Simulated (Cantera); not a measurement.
A perfectly stirred reactor is fed with CH4 : H2 : O2 : N2 = 1 : 0.15 : 1.3 : 5.32 (molar parts), equivalence ratio 1.6, at 4.74 atm; it is adiabatic with a 425 K inlet, and is followed from long to short residence time, starting on the burning branch (τ in s: 0.16, 0.067, 0.027, 0.011, 0.0044, 0.0018, 0.00073, 0.00029, 0.00012, 4.8e-05, 2e-05, 7.9e-06).

Cantera simulation using GRI-Mech 3.0 (53 species, 325 reactions); the numbers are that mechanism's predictions, not measurements.

Question: What does this change do: inlet temperature 425 to 325 K?

Answer: 
| quantity | before | after |
|---|---|---|
| blow-out, bracketed by the residence times tried | burning at 0.730 ms, out at 0.290 ms | burning at 1.80 ms, out at 0.730 ms |
| x(CH4) at τ = 0.160 s | 0.00317 | 0.00510 |
| x(H2) at τ = 0.160 s | 0.0864 | 0.0799 |
| x(O2) at τ = 0.160 s | 0.000133 | 0.000228 |
| x(NO) at τ = 0.160 s | 4.84e-6 | 1.36e-6 |
| x(CH2CO) at τ = 0.160 s | 3.91e-6 | 7.38e-6 |
| x(CH4) at τ = 0.730 ms | 0.0178 | 0.129 |
| x(H2) at τ = 0.730 ms | 0.0521 | 0.0193 |
| x(O2) at τ = 0.730 ms | 0.0164 | 0.167 |
| x(NO) at τ = 0.730 ms | 3.65e-7 | <1e-12 |
| x(CH2CO) at τ = 0.730 ms | 0.000324 | <1e-12 |

Question: What does this change do: pressure from 4.74 atm to 0.987 atm?

Answer: 
| quantity | before | after |
|---|---|---|
| blow-out, bracketed by the residence times tried | burning at 0.730 ms, out at 0.290 ms | burning at 1.80 ms, out at 0.730 ms |
| x(CH4) at τ = 0.160 s | 0.00317 | 0.00258 |
| x(H2) at τ = 0.160 s | 0.0864 | 0.0872 |
| x(O2) at τ = 0.160 s | 0.000133 | 0.000254 |
| x(NO) at τ = 0.160 s | 4.84e-6 | 2.24e-5 |
| x(CH2CO) at τ = 0.160 s | 3.91e-6 | 6.72e-6 |
| x(CH4) at τ = 0.730 ms | 0.0178 | 0.129 |
| x(H2) at τ = 0.730 ms | 0.0521 | 0.0193 |
| x(O2) at τ = 0.730 ms | 0.0164 | 0.167 |
| x(NO) at τ = 0.730 ms | 3.65e-7 | <1e-12 |
| x(CH2CO) at τ = 0.730 ms | 0.000324 | <1e-12 |
